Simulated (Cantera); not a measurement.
What does this Cantera script print?

```python
import numpy as np
import cantera as ct

gas_names = """
    CL CLO CL2 Fe FeCL FeCL2 FeCL3 FeO Fe(OH)2 Fe2CL4 Fe2CL6 H HCL HNO HNO2 HNO3 HOCL HO2 H2 H2O H2O2 N
    NH NH2 NH3 NH2OH NO NO2 NO3 N2 N2H2 N2H4 N2O O OH O2 O3
""".split()
cond_names = """
    Fe(a) Fe(c) Fe(d) Fe(L) FeCL2(s) FeCL2(L) FeCL3(s) FeCL3(L) FeO(s) FeO(L) Fe(OH)2(s) Fe(OH)3(s)
    Fe2O3(s) Fe3O4(s) H2O(s) H2O(L) NH4CL(a) NH4CL(b)
""".split()


def load(file, names, dense=False):
    # The tables refer to 1 bar. Condensed volumes are neglected.
    table = {s.name: s for s in ct.Species.list_from_file(file)}
    out = []
    for n in names:
        d = dict(table[n].input_data)
        d["thermo"] = dict(d["thermo"], **{"reference-pressure": 1e5})
        if dense:
            d["equation-of-state"] = {"model": "constant-volume", "density": "1e6 g/cm^3"}
        out.append(ct.Species.from_dict(d))
    return out


gas = ct.Solution(thermo="ideal-gas", species=load("nasa_gas.yaml", gas_names))
cond = {s.name: ct.Solution(thermo="fixed-stoichiometry", species=[s], name=s.name)
        for s in load("nasa_condensed.yaml", cond_names, dense=True)}
atoms = {
    'FeCl3': {'Fe': 1, 'CL': 3},
    'H2O': {'H': 2, 'O': 1},
    'N2': {'N': 2},
}
top_T = {'Fe2O3(s)': 1830, 'Fe3O4(s)': 1870}  # K; cautious upper limits of use, not melting points


def equilibrate(T, P, feed):
    n = {}
    for name, mol in feed.items():
        for a, k in atoms[name].items():
            n[a] = n.get(a, 0.0) + k * mol
    gas.TPX = T, P, n
    mass = sum(n.values()) * gas.mean_molecular_weight
    gas.equilibrate("TP")
    valid = [c for c in cond.values() if c.min_temp <= T <= top_T.get(c.name, c.max_temp)]
    mix = ct.Mixture([(gas, mass / gas.mean_molecular_weight)] + [(c, 0.0) for c in valid])
    mix.T, mix.P = T, P
    mix.equilibrate("TP", solver="vcs", rtol=1e-11, max_steps=5000)
    return mix


results = []
feed = {'FeCl3': 1, 'H2O': 0.13, 'N2': 60}  # mol
T = 1373  # K
P = 1333.22  # Pa
mix = equilibrate(T, P, feed)
results.append((T, P, feed, dict(zip(mix.species_names, mix.species_moles))))
x = sorted(zip(gas.X, gas.species_names), reverse=True)
print(f"T = {T:g} K  P = {P:g} Pa  gas = {mix.phase_moles(0):.4g} mol")
print("   x: " + "  ".join(f"{s} {v:.3e}" for v, s in x if v > 1e-06))
print("   condensed (mol): " + ("  ".join(f"{mix.phase(i).name} {mix.phase_moles(i):.4g}"
      for i in range(1, mix.n_phases) if mix.phase_moles(i) > 1e-12) or "none"))
```

Result:

```
T = 1373 K  P = 1333.22 Pa  gas = 61.93 mol
   x: N2 9.688e-01  FeCL2 1.559e-02  CL 8.091e-03  HCL 4.195e-03  CL2 1.651e-03  O2 1.024e-03  FeCL3 5.592e-04  NO 4.807e-05  H2O 1.914e-06
   condensed (mol): none
```

Equilibrium computed with Cantera from the NASA thermochemical tables; the gas is ideal and each condensed phase is pure.
